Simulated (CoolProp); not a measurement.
Vapour pressure (kPa) of methanol: the reference equation beside estimates from Tc = 513.4 K, pc = 8216 kPa, ω = 0.565.

Computed with CoolProp (reference Helmholtz-energy equation of state, de Reuck 1993).

| T (K) | reference | van der Waals | Redlich-Kwong | Soave-Redlich-Kwong |
|---|---|---|---|---|
| 263.4 | 2.138 | 271.4 | 26.35 | 1.418 |
| 279.1 | [?] | 394.1 | 55.10 | 4.382 |
| 294.9 | 14.31 | 552.5 | 104.9 | 11.77 |
| 310.6 | [?] | 748.7 | 183.5 | 27.80 |
| 326.4 | 64.02 | 989.3 | 301.5 | 59.53 |
| 342.1 | [?] | 1275 | [?] | 116.4 |
| 357.9 | 213.9 | [?] | [?] | [?] |
| 373.6 | 358.8 | 2002 | 988.8 | 362.7 |
| 389.3 | 574.6 | 2447 | 1363 | 587.7 |
| 405.1 | 886.3 | 2955 | 1831 | 912.7 |

Task: Some entries are withheld; supply them.

Result: 
- 279.1, reference: 5.852
- 310.6, reference: 31.51
- 342.1, reference: 120.5
- 342.1, Redlich-Kwong: 467.4
- 357.9, van der Waals: 1613
- 357.9, Redlich-Kwong: 694.0
- 357.9, Soave-Redlich-Kwong: 212.3

Absolute difference from the reference over all 10 rows, mean and median: van der Waals 2934.0 and 1201.7 %, Redlich-Kwong 439.2 and 329.4 %, Soave-Redlich-Kwong 10.6 and 5.2 %.
